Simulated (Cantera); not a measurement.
A Cantera script and what it prints.

```python
import numpy as np
import cantera as ct

gas_names = [...]  # 109 gases of nasa_gas.yaml made of C, Cl, H, Si
cond_names = """
    C(gr) C6H6(L) C7H8(L) C8H18(L),n-octa Si(cr) Si(L) SiC(b)
""".split()


# ... load() reads the species with a 1 bar reference pressure and builds the phases ...
atoms = {
    'SiCl4': {'Si': 1, 'CL': 4},
    'CH4': {'C': 1, 'H': 4},
    'H2': {'H': 2},
}
top_T = {'C(gr)': 4500, 'SiC(b)': 3050}  # K; cautious upper limits of use, not melting points


# ... equilibrate(T, P, feed) seeds the gas with the atoms and calls Mixture.equilibrate('TP', solver="vcs", rtol=1e-11, max_steps=5000) ...
results = []
T = 2075  # K
P = 1333.22  # Pa
for m in [170, 240, 320, 390, 470, 540, 620, 690, 770, 840, 920, 990]:
    feed = {'SiCl4': 1, 'CH4': 2.8, 'H2': m}  # mol
    mix = equilibrate(T, P, feed)
    results.append((T, P, feed, dict(zip(mix.species_names, mix.species_moles))))

top = {s: max(r[3][s] / sum(r[3][g] for g in gas_names) for r in results) for s in gas_names}
cols = sorted((s for s in top if top[s] > 0.0001), key=lambda s: -top[s])[:8]
seen = [c for c in cond_names if any(r[3].get(c, 0) > 1e-12 for r in results)]
print("log10 of partial pressures in bar; condensed amounts in mol")
print(f"{'n(H2)':>10s}" + "".join(f"{s[:9]:>10s}" for s in cols + seen))
for T, P, feed, n in results:
    ng = sum(n[g] for g in gas_names)
    print(f"{feed['H2']:10.4g}" + "".join(f"{np.log10(max(n[s] / ng * P / 1e5, 1e-99)):10.3f}" for s in cols)
          + "".join(f"{n.get(c, 0):10.4g}" for c in seen))
```

Result:

```
log10 of partial pressures in bar; condensed amounts in mol
     n(H2)        H2         H       HCL C2H2,acet        Si        CL     C(gr)    SiC(b)
       170    -1.896    -3.522    -3.539    -4.802    -5.137    -5.297     1.497    0.8608
       240    -1.893    -3.521    -3.682    -4.799    -5.137    -5.442     1.362    0.8175
       320    -1.891    -3.520    -3.803    -4.798    -5.137    -5.564      1.21    0.7659
       390    -1.890    -3.520    -3.887    -4.797    -5.137    -5.648     1.078    0.7199
       470    -1.890    -3.519    -3.967    -4.796    -5.137    -5.728    0.9271    0.6669
       540    -1.889    -3.519    -4.026    -4.795    -5.137    -5.788    0.7955    0.6203
       620    -1.889    -3.519    -4.085    -4.795    -5.137    -5.847    0.6453    0.5668
       690    -1.888    -3.519    -4.131    -4.795    -5.137    -5.893    0.5141    0.5199
       770    -1.888    -3.519    -4.178    -4.794    -5.137    -5.940    0.3641    0.4662
       840    -1.888    -3.519    -4.215    -4.794    -5.137    -5.978     0.233    0.4191
       920    -1.888    -3.518    -4.254    -4.794    -5.137    -6.017   0.08311    0.3653
       990    -1.888    -3.518    -4.286    -4.802    -5.133    -6.048         0    0.3128
```

Method: chemical equilibrium by Gibbs-energy minimisation in Cantera with the NASA 1993 tables (ideal gas, pure condensed phases). The tables' values for SiCl are old estimates; treat these amounts as uncertain. Gases not in the tables: Si2H6 and higher silanes.
